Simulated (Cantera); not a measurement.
**Pb + N₂ (iron carbonyl, mercury and lead vapours)**

Feed: 1 mol Pb, a varied amount of N₂, equilibrated at 12.0 mbar.

Cantera equilibrium calculation (NASA polynomials, part measured and part estimated; ideal gas, pure solids and liquids). Candidate condensed phases: Pb; 4 gas species. The numbers say what is thermodynamically allowed, not how fast it happens.

Map the stable condensed phases over T = 650, 750, 850, 950, 1050, 1150, 1250, 1350, 1450 K and n(N₂) in mol = 0.24, 0.44, 0.8, 1.5, 2.7, 4.9, 8.8, 16, 29, 53, 97.


```
T in K \ n(N₂) in mol
         0.24 0.44  0.8  1.5  2.7  4.9  8.8   16   29   53   97
   1450     A    A    A    A    A    A    A    A    A    A    A
   1350     B    B    B    A    A    A    A    A    A    A    A
   1250     B    B    B    B    B    B    A    A    A    A    A
   1150     B    B    B    B    B    B    B    B    B    A    A
   1050     B    B    B    B    B    B    B    B    B    B    B
    950     B    B    B    B    B    B    B    B    B    B    B
    850     B    B    B    B    B    B    B    B    B    B    B
    750     B    B    B    B    B    B    B    B    B    B    B
    650     B    B    B    B    B    B    B    B    B    B    B
```
A: gas only; B: Pb.
